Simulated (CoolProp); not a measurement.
R1234yf along the isobar 4.23 MPa: Z from the reference equation and from simpler models built on Tc = 367.8 K, pc = 3.384 MPa, ω = 0.276; each cubic takes its own stable root.

Computed with CoolProp (reference Helmholtz-energy equation of state, Lemmon 2022).

```csv
T (K),phase,reference,Redlich-Kwong,Soave-Redlich-Kwong,Peng-Robinson
306.9,liquid,0.1741,0.2057,0.1972,0.1745
314.8,liquid,0.1743,0.2071,0.1986,0.1758
322.7,liquid,0.1751,0.2094,0.2009,0.1780
330.7,liquid,0.1767,0.2127,0.2045,0.1813
338.6,liquid,0.1791,0.2174,0.2095,0.1860
346.5,liquid,0.1829,0.2240,0.2167,0.1929
354.5,liquid,0.1888,0.2334,0.2274,0.2031
362.4,liquid,0.1982,0.2474,0.2438,0.2190
370.3,supercritical,0.2166,0.2704,0.2731,0.2479
378.3,supercritical,0.2836,0.3184,0.3468,0.3226
386.2,supercritical,0.4426,0.4241,0.4771,0.4493
394.1,supercritical,0.5338,0.5131,0.5598,0.5297
402.1,supercritical,0.5945,0.5723,0.6170,0.5861
410,supercritical,0.6396,0.6160,0.6603,0.6293
```
